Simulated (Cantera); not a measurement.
A perfectly stirred reactor is fed with 3.05 % CH4, 95.4 % H2, 1.53 % H, at 0.0370 bar; it is held at 1273 K, and followed from long to short residence time.

Computed with Cantera and GRI-Mech 3.0 (53 species, 325 reactions). GRI-Mech 3.0 stops at C3 and has no aromatics, soot or wall deposition, so with more carbon than oxygen in the feed, carbon stays in small species such as C2H2 where larger ones or solid carbon would form. Radical loss at walls, strong at low pressure, is not modelled.

One state of this run: x CH4 = 0.0277; x H2 = 0.965; x H = 0.00492; x CH3 = 0.00225; x C2H2 = 3.99e-5. x: mole fraction; the columns are a selection and need not sum to one.

### Question
Which value of τ (s) does it belong to?
A) 0.0034
B) 0.00029
C) 0.091
D) 0.00066

### Answer
D, 0.00066
